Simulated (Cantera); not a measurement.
A Cantera script and what it prints.

```python
import numpy as np
import cantera as ct

gas_names = [...]  # 105 gases of nasa_gas.yaml made of C, H, N, Si
cond_names = """
    C(gr) C6H6(L) C7H8(L) C8H18(L),n-octa Si(cr) Si(L) SiC(b) Si3N4(a)
""".split()


# ... load() reads the species with a 1 bar reference pressure and builds the phases ...
atoms = {
    'Si3N4': {'Si': 3, 'N': 4},
    'C': {'C': 1},
    'H2': {'H': 2},
}
top_T = {'C(gr)': 4500, 'SiC(b)': 3050, 'Si3N4(a)': 2400}  # K; cautious upper limits of use, not melting points


# ... equilibrate(T, P, feed) seeds the gas with the atoms and calls Mixture.equilibrate('TP', solver="vcs", rtol=1e-11, max_steps=5000) ...
results = []
feed = {'Si3N4': 1, 'C': 0.01, 'H2': 0.51}  # mol
T = 2875  # K
P = 56000  # Pa
mix = equilibrate(T, P, feed)
results.append((T, P, feed, dict(zip(mix.species_names, mix.species_moles))))
print(gas.report(threshold=0.001))
for i in range(1, mix.n_phases):
    print(f"{mix.phase(i).name:16s} {mix.phase_moles(i):12.5e} mol")
```

Result:

```
       temperature   2875 K
          pressure   56000 Pa
           density   0.054298 kg/m^3
  mean mol. weight   23.178 kg/kmol
   phase of matter   gas

                          1 kg             1 kmol
                     ---------------   ---------------
          enthalpy        6.3257e+06        1.4661e+08  J
   internal energy        5.2944e+06        1.2271e+08  J
           entropy             11230        2.6029e+05  J/K
    Gibbs function       -2.5961e+07       -6.0172e+08  J
 heat capacity c_p            1507.5             34939  J/K
 heat capacity c_v            1148.7             26625  J/K

                      mass frac. Y      mole frac. X     chem. pot. / RT
                     ---------------   ---------------   ---------------
                 H         0.0023432          0.053879           -11.603
               HCN         0.0016037         0.0013753            -33.39
                H2           0.01263           0.14521           -23.207
                N2           0.82774           0.68483           -29.182
                Si           0.11716          0.096689           -7.8164
               SiH         0.0055567         0.0044269            -19.42
               SiN         0.0067159         0.0036981           -22.407
               Si2          0.010047         0.0041455           -15.633
              Si2C           0.00493         0.0016759           -22.829
              Si2N         0.0079088         0.0026121           -30.224
     [  +95 minor]         0.0033649         0.0014568

C(gr)             0.00000e+00 mol
Si(L)             2.63967e+00 mol
SiC(b)            0.00000e+00 mol
```

Equilibrium computed with Cantera from the NASA thermochemical tables; the gas is ideal and each condensed phase is pure. The tables' values for SiN are old estimates; treat these amounts as uncertain. Gases not in the tables: Si2H6 and higher silanes.
